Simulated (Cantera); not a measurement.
Input: 1 mol SiC, a varied amount of O2, 2.6 mol H2, equilibrated at 1473 K and 81.0 Pa.

Method: chemical equilibrium by Gibbs-energy minimisation in Cantera with the NASA 1993 tables (ideal gas, pure condensed phases). Candidate condensed phases: C, C6H6, C7H8, C8H18, H2O, Si, SiC, SiO2; 123 gas species. Mutual solubility and eutectic melting of coexisting phases are not modelled. The tables hold silica as quartz up to 1696 K and as liquid above; real silica turns to tridymite and cristobalite and melts near 1996 K. The numbers say what is thermodynamically allowed, not how fast it happens.

Problem. What share of the Si ends up in condensed phases as a function of n(O2) (mol), at 0.025, 0.036, 0.052, 0.075, 0.11, 0.16, 0.22, 0.32, 0.46, 0.67, 0.96, 1.4?

Solution. 
```
n(O2) (mol)  Si condensed (%)                       as
-----------  ----------------  -----------------------
0.025                    97.5                   SiC(s)
0.036                    96.4                   SiC(s)
0.052                    94.8                   SiC(s)
0.075                    92.5                   SiC(s)
0.11                     89.0                   SiC(s)
0.16                     84.0                   SiC(s)
0.22                     78.0                   SiC(s)
0.32                     68.0                   SiC(s)
0.46                     54.0                   SiC(s)
0.67                     43.3  SiC(s) + SiO2(β-quartz)
0.96                     44.8  SiC(s) + SiO2(β-quartz)
1.4                      80.0           SiO2(β-quartz)
```
